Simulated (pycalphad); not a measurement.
CALPHAD calculation (pycalphad, COST 507 light-alloy database (1999)), 1 atm. The database dates from 1999; later assessments differ in places, in temperatures and in the compounds included. Amounts are mole fractions of atoms.

Q: Give the equilibrium state of Si-86.07Cu (wt.%) at 477 °C.

A: 
```
T = 750.00 K, P = 101325 Pa, N = 1 mol of atoms
G = -30911 J/mol, H = 13761 J/mol, S = 59.56 J/(mol K)  (SER reference)
chemical potentials (J/mol): Si -19438, Cu -35112
phase             fraction      x(Si)      x(Cu)
CU19SI6_ETA         0.9632     0.2400     0.7600
DIAMOND_A4          0.0368     1.0000       none
```

Database names, with the compositions (at.%) that they take in these runs: CU19SI6_ETA: Cu 76 Si 24. DIAMOND_A4 is diamond (Si). An entry "none" or "no" means that the model of the phase leaves that element out.
